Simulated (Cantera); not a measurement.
An isothermal, constant-pressure homogeneous reactor starts with 8.33 % NO, 91.7 % N₂, at 1900 K and 0.681 atm.

Model: GRI-Mech 3.0 (53 species, 325 reactions), integrated in Cantera.

x: mole fraction; the columns are a selection and need not sum to one.

| t (s) | x NO | x NO₂ | x O | x O₂ | x N₂ |
|---|---|---|---|---|---|
| 5.00e-5 | 0.0833 | 1.15e-8 | [?] | 1.62e-10 | 0.917 |
| 0.000248 | 0.0833 | 1.88e-7 | [?] | 3.65e-9 | 0.917 |
| 0.00123 | 0.0833 | 1.77e-6 | [?] | 1.10e-7 | 0.917 |
| 0.00608 | 0.0833 | 8.84e-6 | [?] | 6.24e-6 | 0.917 |
| 0.0301 | 0.0831 | 1.10e-5 | [?] | 8.22e-5 | 0.917 |
| 0.149 | 0.0823 | 1.24e-5 | [?] | 0.000473 | 0.917 |
| 0.740 | 0.0784 | 1.73e-5 | [?] | 0.00244 | 0.919 |
| 3.67 | 0.0600 | 2.49e-5 | [?] | 0.0116 | 0.928 |
| 18.2 | 0.0167 | 1.14e-5 | [?] | 0.0332 | 0.950 |
| 90.0 | 0.00284 | 2.12e-6 | [?] | 0.0402 | 0.957 |

### Question
Some entries are withheld; supply them.

### Answer

- 5.00e-5, x O: 1.21e-7
- 0.000248, x O: 5.15e-7
- 0.00123, x O: 2.53e-6
- 0.00608, x O: 1.09e-5
- 0.0301, x O: 1.35e-5
- 0.149, x O: 1.53e-5
- 0.740, x O: 2.20e-5
- 3.67, x O: 4.06e-5
- 18.2, x O: 6.62e-5
- 90.0, x O: 7.24e-5
